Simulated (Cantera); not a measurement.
Charge: 1 mol HI, 0.063 mol H₂O, 1.1 mol H₂, at 2373 K and 24.0 bar.

These are equilibrium values from Cantera (NASA tables, ideal gas, pure condensed phases), not measurements of a reactor. Candidate condensed phases: H₂O, I₂; 12 gas species. The numbers say what is thermodynamically allowed, not how fast it happens.

Task: What is the equilibrium state?

Result: 
```
Quantity                             Result
--------------------------------  ---------
x(H₂)                                 0.563
x(I)                                  0.203
x(HI)                                 0.199
x(H₂O)                               0.0261
x(I₂)                               0.00649
x(H)                                0.00214
x(OH)                               1.76e-5
gas amount                        2.410 mol
log10 activity of I₂(l) (absent)      -2.86
```
